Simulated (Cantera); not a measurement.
A perfectly stirred reactor is fed with H₂ : O₂ : N₂ = 0.71 : 1 : 1.9 (molar parts), equivalence ratio 0.35, at 0.316 atm; it is held at 1025 K, and followed from long to short residence time.

Model: the H2/O2 subset of GRI-Mech 3.0, which has no nitrogen chemistry, integrated in Cantera. The temperature is held fixed by assumption; the heat of reaction is taken as removed at once.

Problem. What does this change do: temperature 1025 to 998 K?

Solution. 
```csv
quantity,before,after
x(H₂) at τ = 8.00 s,0.000504,0.00133
x(O₂) at τ = 8.00 s,0.198,0.199
x(HO₂) at τ = 8.00 s,1.20e-5,2.03e-5
x(OH) at τ = 8.00 s,1.02e-5,3.95e-6
x(H) at τ = 8.00 s,3.10e-7,3.04e-7
x(H₂) at τ = 58.0 ms,0.00570,0.00937
x(O₂) at τ = 58.0 ms,0.200,0.202
x(HO₂) at τ = 58.0 ms,5.94e-5,7.26e-5
x(OH) at τ = 58.0 ms,0.000115,7.21e-5
x(H) at τ = 58.0 ms,4.06e-5,3.71e-5
```

Problem. What does this change do: temperature 1025 to 1150 K?

Solution. 
| quantity | before | after |
|---|---|---|
| x(H₂) at τ = 8.00 s | 0.000504 | 5.46e-5 |
| x(O₂) at τ = 8.00 s | 0.198 | 0.198 |
| x(HO₂) at τ = 8.00 s | 1.20e-5 | 2.16e-6 |
| x(OH) at τ = 8.00 s | 1.02e-5 | 8.26e-5 |
| x(H) at τ = 8.00 s | 3.10e-7 | 4.05e-7 |
| x(H₂) at τ = 58.0 ms | 0.00570 | 0.00140 |
| x(O₂) at τ = 58.0 ms | 0.200 | 0.198 |
| x(HO₂) at τ = 58.0 ms | 5.94e-5 | 3.00e-5 |
| x(OH) at τ = 58.0 ms | 0.000115 | 0.000419 |
| x(H) at τ = 58.0 ms | 4.06e-5 | 5.66e-5 |
